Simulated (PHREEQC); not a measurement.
Solution (25 °C): 0.97 mmol/kgw NH4HS. Closed to the air; pH follows from the charge balance.

Equilibrium calculation in PHREEQC: ion-association model, wateq4f.dat.

This is a speciation only: nothing precipitates in the calculation.

Estimate the pH, ionic strength.

pH 8.09; ionic strength 0.000909 mol/kgw.

In which forms is S present?

HS- 94 %, H2S 6.5 % of the S.

The polysulfide entries of wateq4f.dat were taken out for this run.
